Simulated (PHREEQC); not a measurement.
# Nickel, zinc or cadmium bath: speciation

A solution holds 51 mmol/kgw CdCl2, 1 mmol/kgw NaOH and 0.093 mmol/kgw FeSO4, at 25 °C. Closed to the air; pH follows from the charge balance.

Equilibrium calculation in PHREEQC: ion-association model, wateq4f.dat.

Precipitation was switched off in this run.

Question: What pH, ionic strength does the model give?

Answer: pH 7.96; ionic strength 0.0738 mol/kgw.

Question: In which forms is S present?

Answer: SO4-2 60 %, CdSO4 39 % of the S.

Saturation is exceeded, for instance for CdOHCl; the values hold only as long as no solid forms.
